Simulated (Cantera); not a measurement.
An adiabatic, constant-volume homogeneous reactor starts with 1.69 % C3H8, 20.6 % O2, 77.7 % N2, at 1525 K and 35000 Pa.

Cantera simulation using GRI-Mech 3.0 (53 species, 325 reactions); the numbers are that mechanism's predictions, not measurements. GRI-Mech 3.0 was tuned for natural gas; its chemistry of propane as a main component is partial and can be far from experiment.

x: mole fraction; the columns are a selection and need not sum to one.

```csv
t (s),T (K),P (bar),x C3H8,x O2,x HCO,x CH4,x HCN,x H2
1.00e-6,1525,0.350,0.0169,0.206,5.43e-12,2.71e-8,<1e-12,7.61e-7
4.53e-6,1523,0.350,0.0167,0.206,2.26e-9,6.51e-7,<1e-12,2.48e-5
2.05e-5,1517,0.349,0.0156,0.206,…,…,5.98e-12,…
9.28e-5,1618,0.380,0.00311,0.187,4.58e-5,0.000879,8.98e-9,0.00723
0.000420,2260,0.540,<1e-12,0.114,3.46e-9,<1e-12,<1e-12,0.00316
0.00190,2473,0.584,<1e-12,0.116,6.18e-10,<1e-12,1.41e-12,0.00138
0.00862,2479,0.584,<1e-12,0.114,5.15e-10,<1e-12,2.34e-12,0.00124
0.0390,2466,0.581,<1e-12,0.110,4.58e-10,<1e-12,3.54e-12,0.00119
0.177,2462,0.580,<1e-12,0.110,4.44e-10,<1e-12,3.76e-12,0.00117
0.800,2462,0.580,<1e-12,0.110,4.44e-10,<1e-12,3.76e-12,0.00117
```

Task: Complete the blanks.

Result: 
- 2.05e-5, x HCO: 1.85e-7
- 2.05e-5, x CH4: 2.23e-5
- 2.05e-5, x H2: 0.000288
